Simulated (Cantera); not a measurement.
Charge: 1 mol SiH4, 180 mol H2, equilibrated at 260 Pa.

Method: chemical equilibrium by Gibbs-energy minimisation in Cantera with the NASA 1993 tables (ideal gas, pure condensed phases). Candidate condensed phases: Si; 9 gas species. The numbers say what is thermodynamically allowed, not how fast it happens. All values below are at 1048 K.

Base state: H2 1.00 (mole fractions); condensed: Si(s).

Problem. What changes in the equilibrium state with this change: SiH4 replaced by SiHCl3?

Solution. 
| species | before | after |
|---|---|---|
| H2 | 1.00 | 0.985 |
| HCl | 0 | 0.0147 |
| SiCl2 | 0 | 0.000411 |
| SiCl4 | 0 | 0.000125 |
| SiHCl3 | 0 | 8.55e-5 |
| SiCl3 | 0 | 5.30e-5 |
| Si(s), mol | 1.00 | 0.876 |
The tables' values for SiCl3 are old estimates; treat these amounts as uncertain.
